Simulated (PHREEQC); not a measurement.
A solution holds 0.059 mol/kgw NH4Cl, 0.032 mol/kgw NaOH and 3.2e-05 mol/kgw NaCl, at 25 °C. Closed to the air; pH follows from the charge balance.

Model: ion-association model, wateq4f.dat, run in PHREEQC.

```csv
quantity,before,after
pH,9.41,8.01
ionic strength (mol/kgw),0.0591,0.0591
NH3 (mol/kgw),0.0320,0.0320
NH4+ (mol/kgw),0.0270,0.0270
SI of Halite (NaCl),-4.49,-4.62
```

What was changed between the two runs?
A. temperature from 25 to 80 °C
B. NaCl left out
C. diluted 10-fold with water
D. NaCl from 3.2e-05 to 6.4e-06 mol/kgw
E. NH4Cl from 0.059 to 0.118 mol/kgw

A, temperature from 25 to 80 °C

Precipitation was switched off in this run. Away from 25 °C the constants follow the database's enthalpies or fits; those with neither stay at their 25 °C values.
